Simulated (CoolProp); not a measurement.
Vapour-liquid equilibrium of R22 (1) + n-pentane (2) at 260.9 K; x and y are mole fractions of (1).

Computed with CoolProp (multi-fluid Helmholtz-energy mixture model, Kamei 1995 and Thol 2019; pair parameters Bell 2016).

### Question
Give the bubble pressure and the first vapour's composition at x = 0.5, 0.65, 0.95. Is there an azeotrope?

### Answer
x = 0.5: 0.2254 MPa, y = 0.958; x = 0.65: 0.2523 MPa, y = 0.967; x = 0.95: 0.3132 MPa, y = 0.993. No azeotrope shows between x = 0.05 and 0.95.

The pair parameters rest on a limited set of measurements; away from them the model extrapolates. With so large a gap from Raoult's law the liquid may split in two, which this calculation doesn't test in full.
